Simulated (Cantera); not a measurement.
Cantera run:

```python
import numpy as np
import cantera as ct

gas_names = """
    Fe H H2 H2S S SH S2 S8
""".split()
cond_names = """
    Fe(a) Fe(c) Fe(d) Fe(L) FeS(a) FeS(b) FeS(c) FeS(L) FeS2(s) S(cr1) S(cr2) S(L)
""".split()


def load(file, names, dense=False):
    # The tables refer to 1 bar. Condensed volumes are neglected.
    table = {s.name: s for s in ct.Species.list_from_file(file)}
    out = []
    for n in names:
        d = dict(table[n].input_data)
        d["thermo"] = dict(d["thermo"], **{"reference-pressure": 1e5})
        if dense:
            d["equation-of-state"] = {"model": "constant-volume", "density": "1e6 g/cm^3"}
        out.append(ct.Species.from_dict(d))
    return out


gas = ct.Solution(thermo="ideal-gas", species=load("nasa_gas.yaml", gas_names))
cond = {s.name: ct.Solution(thermo="fixed-stoichiometry", species=[s], name=s.name)
        for s in load("nasa_condensed.yaml", cond_names, dense=True)}
atoms = {
    'FeS2': {'Fe': 1, 'S': 2},
    'H2': {'H': 2},
}
top_T = {'FeS2(s)': 1010}  # K; cautious upper limits of use, not melting points


def equilibrate(T, P, feed):
    n = {}
    for name, mol in feed.items():
        for a, k in atoms[name].items():
            n[a] = n.get(a, 0.0) + k * mol
    gas.TPX = T, P, n
    mass = sum(n.values()) * gas.mean_molecular_weight
    gas.equilibrate("TP")
    valid = [c for c in cond.values() if c.min_temp <= T <= top_T.get(c.name, c.max_temp)]
    mix = ct.Mixture([(gas, mass / gas.mean_molecular_weight)] + [(c, 0.0) for c in valid])
    mix.T, mix.P = T, P
    mix.equilibrate("TP", solver="vcs", rtol=1e-11, max_steps=5000)
    return mix


results = []
feed = {'FeS2': 1, 'H2': 1800}  # mol
T = 2200  # K
P = 11000  # Pa
mix = equilibrate(T, P, feed)
results.append((T, P, feed, dict(zip(mix.species_names, mix.species_moles))))
print(gas.report(threshold=0.0001))
for i in range(1, mix.n_phases):
    print(f"{mix.phase(i).name:16s} {mix.phase_moles(i):12.5e} mol")
```

Output:

```
       temperature   2200 K
          pressure   11000 Pa
           density   0.0012407 kg/m^3
  mean mol. weight   2.0632 kg/kmol
   phase of matter   gas

                          1 kg             1 kmol
                     ---------------   ---------------
          enthalpy        3.0797e+07         6.354e+07  J
   internal energy        2.1931e+07        4.5249e+07  J
           entropy          1.02e+05        2.1044e+05  J/K
    Gibbs function        -1.936e+08       -3.9943e+08  J
 heat capacity c_p             16775             34611  J/K
 heat capacity c_v             12745             26296  J/K

                      mass frac. Y      mole frac. X     chem. pot. / RT
                     ---------------   ---------------   ---------------
                Fe          0.014897        0.00055037           -11.993
                 H         0.0082195          0.016824           -11.007
                H2           0.95908           0.98154           -22.014
               H2S         0.0080973        0.00049027           -41.249
                 S         0.0020522        0.00013207           -19.235
                SH         0.0071066         0.0004434           -30.242
     [   +2 minor]         0.0005439        1.7501e-05

Fe(L)             0.00000e+00 mol
FeS(L)            0.00000e+00 mol
S(L)              0.00000e+00 mol
```

Method: chemical equilibrium by Gibbs-energy minimisation in Cantera with the NASA 1993 tables (ideal gas, pure condensed phases).
